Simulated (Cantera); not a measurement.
Charge: 1 mol Si₂H₆, a varied amount of H₂O, at 1152 °C and 17.0 Pa.

Equilibrium computed with Cantera from the NASA thermochemical tables; the gas is ideal and each condensed phase is pure. Candidate condensed phases: H₂O, Si, SiO₂; 18 gas species. The feed counts by its element totals alone. The tables hold silica as quartz up to 1696 K and as liquid above; real silica turns to tridymite and cristobalite and melts near 1996 K. The numbers say what is thermodynamically allowed, not how fast it happens.

x: gas mole fraction; n: condensed amount in mol.

```json
[
 {"n(H₂O) (mol)": "0.27", "x H₂": "0.923", "x SiO": "0.0763", "x H": "0.000503", "x Si": "9.47e-6", "x H₂O": "…", "x SiH": "5.27e-7", "n Si(s)": "1.73", "n SiO₂(β-quartz)": "0"},
 {"n(H₂O) (mol)": "0.5", "x H₂": "0.875", "x SiO": "0.125", "x H": "0.000489", "x Si": "9.47e-6", "x H₂O": "…", "x SiH": "5.13e-7", "n Si(s)": "1.50", "n SiO₂(β-quartz)": "0"},
 {"n(H₂O) (mol)": "0.73", "x H₂": "0.836", "x SiO": "0.164", "x H": "0.000478", "x Si": "9.47e-6", "x H₂O": "…", "x SiH": "5.02e-7", "n Si(s)": "1.27", "n SiO₂(β-quartz)": "0"},
 {"n(H₂O) (mol)": "0.95", "x H₂": "0.806", "x SiO": "0.194", "x H": "0.000470", "x Si": "9.47e-6", "x H₂O": "…", "x SiH": "4.93e-7", "n Si(s)": "1.05", "n SiO₂(β-quartz)": "0"},
 {"n(H₂O) (mol)": "1.2", "x H₂": "0.777", "x SiO": "0.222", "x H": "0.000461", "x Si": "9.47e-6", "x H₂O": "3.39e-7", "x SiH": "4.84e-7", "n Si(s)": "0.800", "n SiO₂(β-quartz)": "0"},
 {"n(H₂O) (mol)": "1.4", "x H₂": "0.758", "x SiO": "0.241", "x H": "0.000456", "x Si": "9.47e-6", "x H₂O": "3.59e-7", "x SiH": "4.78e-7", "n Si(s)": "0.600", "n SiO₂(β-quartz)": "0"},
 {"n(H₂O) (mol)": "1.6", "x H₂": "0.742", "x SiO": "0.258", "x H": "0.000451", "x Si": "9.47e-6", "x H₂O": "3.76e-7", "x SiH": "4.73e-7", "n Si(s)": "0.400", "n SiO₂(β-quartz)": "0"},
 {"n(H₂O) (mol)": "1.9", "x H₂": "0.720", "x SiO": "0.279", "x H": "0.000444", "x Si": "9.47e-6", "x H₂O": "3.95e-7", "x SiH": "4.66e-7", "n Si(s)": "0.0999", "n SiO₂(β-quartz)": "0"},
 {"n(H₂O) (mol)": "2.1", "x H₂": "0.728", "x SiO": "0.271", "x H": "0.000446", "x Si": "1.34e-6", "x H₂O": "…", "x SiH": "6.61e-8", "n Si(s)": "0", "n SiO₂(β-quartz)": "0.1000"},
 {"n(H₂O) (mol)": "2.3", "x H₂": "0.757", "x SiO": "0.243", "x H": "0.000455", "x Si": "1.07e-6", "x H₂O": "…", "x SiH": "5.40e-8", "n Si(s)": "0", "n SiO₂(β-quartz)": "0.300"},
 {"n(H₂O) (mol)": "2.5", "x H₂": "0.785", "x SiO": "0.214", "x H": "0.000464", "x Si": "8.33e-7", "x H₂O": "…", "x SiH": "4.28e-8", "n Si(s)": "0", "n SiO₂(β-quartz)": "0.500"},
 {"n(H₂O) (mol)": "2.8", "x H₂": "0.828", "x SiO": "0.171", "x H": "0.000476", "x Si": "5.33e-7", "x H₂O": "…", "x SiH": "2.81e-8", "n Si(s)": "0", "n SiO₂(β-quartz)": "0.800"}
]
```

Question: What belongs in the gaps?

Answer: 
- 0.27, x H₂O: 1.38e-7
- 0.5, x H₂O: 2.15e-7
- 0.73, x H₂O: 2.69e-7
- 0.95, x H₂O: 3.07e-7
- 2.1, x H₂O: 2.75e-6
- 2.3, x H₂O: 3.19e-6
- 2.5, x H₂O: 3.75e-6
- 2.8, x H₂O: 4.95e-6
